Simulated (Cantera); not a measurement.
An isothermal, constant-pressure homogeneous reactor starts with C₂H₆ : N₂ = 1 : 1.7 (molar parts), at 2000 K and 1.00 bar. Integrator tolerance rtol = 1e-08.

Computed with Cantera and GRI-Mech 3.0 (53 species, 325 reactions). GRI-Mech 3.0 stops at C3 and has no aromatics, soot or wall deposition, so with more carbon than oxygen in the feed, carbon stays in small species such as C2H2 where larger ones or solid carbon would form.

Task: What does this change do: temperature 2000 to 1125 K?

Result: 
```csv
quantity,before,after
x(C₂H₆) at 1.00 s,1.27e-7 (gas-phase equilibrium 8.58e-8),0.0193 (gas-phase equilibrium 0.00116)
x(C₂H) at 1.00 s,9.96e-6 (gas-phase equilibrium 6.68e-6),1.85e-12 (gas-phase equilibrium <1e-12)
x(H) at 1.00 s,0.00106 (gas-phase equilibrium 0.00107),3.24e-7 (gas-phase equilibrium 9.06e-9)
x(CH₂) at 1.00 s,3.11e-7 (gas-phase equilibrium 2.55e-7),<1e-12 (gas-phase equilibrium <1e-12)
x(H₂) at 1.00 s,0.422 (gas-phase equilibrium 0.423),0.227 (gas-phase equilibrium 0.0410)
```
